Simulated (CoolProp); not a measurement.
Model: reference Helmholtz-energy equation of state, Lemmon 2006, in CoolProp. It is a short technical equation, of lower accuracy than the large ones.

Question: Give the vapour pressure (kPa), vapour density (kg/m³) of saturated C3F8 (R218) at 281.4, 300.6 K.

Answer: 
| T (K) | p (kPa) | vapour density (kg/m³) |
|---|---|---|
| 281.4 | 537 | 51.7 |
| 300.6 | 926 | 92.2 |
